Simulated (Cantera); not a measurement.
# Thermodynamics of aluminium nitride and oxide growth, feed Al + NH3 + H2

A closed system holds: 1 mol Al, 16 mol NH3, 2.8 mol H2, held at 1300 K and 0.000850 bar.

Method: chemical equilibrium by Gibbs-energy minimisation in Cantera with the NASA 1993 tables (ideal gas, pure condensed phases). Candidate condensed phases: Al, AlN; 13 gas species. Equilibrium is a limit: real reactors are often held back by kinetics, nucleation or transport.

```json
{
 "x(H2)": "0.781",
 "x(N2)": "0.219",
 "x(H)": "3.35e-5",
 "n(AlN(s))": "1.00 mol",
 "gas_amount": "34.30 mol",
 "log10 activity of Al(l) (absent)": "-5.23"
}
```
